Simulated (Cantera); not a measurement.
An isothermal, constant-pressure homogeneous reactor starts with C₂H₄ : H₂ = 1 : 15 (molar parts), at 1748 K and 0.00109 atm. Integrator tolerance rtol = 1e-08.

Detailed kinetics in Cantera: GRI-Mech 3.0 (53 species, 325 reactions). GRI-Mech 3.0 was tuned for natural gas; its chemistry of ethylene as a main component is partial and can be far from experiment. GRI-Mech 3.0 stops at C3 and has no aromatics, soot or wall deposition, so with more carbon than oxygen in the feed, carbon stays in small species such as C2H2 where larger ones or solid carbon would form. Radical loss at walls, strong at low pressure, is not modelled.

Q: What does this change do: 0.062 parts H2O added?

A: 
| quantity | before | after |
|---|---|---|
| x(C₂H₄) at 1.00 s | 4.91e-5 (gas-phase equilibrium 2.03e-6) | 4.65e-5 (gas-phase equilibrium 1.95e-6) |
| x(H₂) at 1.00 s | 0.941 (gas-phase equilibrium 0.935) | 0.937 (gas-phase equilibrium 0.933) |
| x(CH₂) at 1.00 s | 2.54e-11 (gas-phase equilibrium 2.32e-8) | 1.47e-9 (gas-phase equilibrium 2.27e-8) |
| x(CH₄) at 1.00 s | 3.30e-6 (gas-phase equilibrium 2.07e-5) | 5.18e-6 (gas-phase equilibrium 2.02e-5) |
| x(H) at 1.00 s | 0.000265 (gas-phase equilibrium 0.00671) | 0.000266 (gas-phase equilibrium 0.00670) |
